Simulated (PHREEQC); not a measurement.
A made-up water analysis in mg/L, 25 °C, pH 2.2, pe 9:

```csv
constituent,mg/L
Na,1840
K,56.6
Ca,31.3
Mg,23.6
Cl,873
S(6) as SO4,3810
Fe(3),106
```

Cl is adjusted to close the charge balance.
Valence states are taken as typed.

Computed with PHREEQC (ion-association model, phreeqc.dat).

No solid was allowed to form.

Q: Order these Fe species by the share of Fe that they hold, largest first: FeSO4+, FeHSO4+2, Fe+3, Fe(SO4)2-, FeOH+2.

A: FeSO4+ (76 %), Fe(SO4)2- (15 %), Fe+3 (3.5 %), FeHSO4+2 (2.8 %), FeOH+2 (1.7 %)

The pH is 2.20 and the ionic strength 0.117 mol/kgw. The solution is supersaturated, for example in Jarosite-K, Hematite (slow to form), so a real one may precipitate; this is no full list.
